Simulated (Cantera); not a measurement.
Charge: 1 mol FeCl2, 6.3 mol H2O, 13 mol N2, at 0.210 bar.

Method: chemical equilibrium by Gibbs-energy minimisation in Cantera with the NASA 1993 tables (ideal gas, pure condensed phases). Candidate condensed phases: Fe, FeCl2, FeCl3, FeO, Fe(OH)2, Fe(OH)3, Fe2O3, Fe3O4, H2O, NH4Cl; 37 gas species. Mutual solubility and eutectic melting of coexisting phases are not modelled. The tables' stoichiometric FeO is somewhat more stable than real wüstite, so its field is too wide. FeO: taken at fixed stoichiometry. Rates play no part.

Which condensed phases are stable at each of these points (T (K)): 1273, 1373, 1473, 1573, 1673, 1773, 1873, 1973, 2073, 2173?


```
T (K)   condensed phases  Fe condensed (%)
-----  -----------------  ----------------
1273   FeO(s) + Fe3O4(s)              90.9
1373   FeO(s) + Fe3O4(s)              87.7
1473   FeO(s) + Fe3O4(s)              84.5
1573   FeO(s) + Fe3O4(s)              81.4
1673   FeO(l) + Fe3O4(s)              78.8
1773   FeO(l) + Fe3O4(s)              77.8
1873              FeO(l)              77.0
1973              FeO(l)              76.2
2073              FeO(l)              75.6
2173              FeO(l)              74.8
```

From 1273 K to 1573 K the condensed part is FeO(s) + Fe3O4(s). From 1673 K to 1773 K the condensed part is FeO(l) + Fe3O4(s). From 1873 K to 2173 K the condensed part is FeO(l).
